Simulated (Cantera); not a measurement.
Charge: 1 mol CCl4, 9.5 mol H2, held at 2900 K and 0.0340 bar.

Method: chemical equilibrium by Gibbs-energy minimisation in Cantera with the NASA 1993 tables (ideal gas, pure condensed phases). Candidate condensed phases: C, C6H6, C7H8, C8H18; 91 gas species. The numbers say what is thermodynamically allowed, not how fast it happens.

Q: What is the equilibrium state?

A: 
```json
{
  "x(H)": "0.367",
  "x(H2)": "0.347",
  "x(HCl)": "0.152",
  "x(Cl)": "0.110",
  "x(C2H2 (acetylene))": "0.0160",
  "x(C3)": "0.00304",
  "x(C2H)": "0.00251",
  "x(C)": "0.000557",
  "x(C4H2)": "0.000307",
  "n(C(graphite))": "0.252 mol",
  "gas_amount": "15.21 mol"
}
```
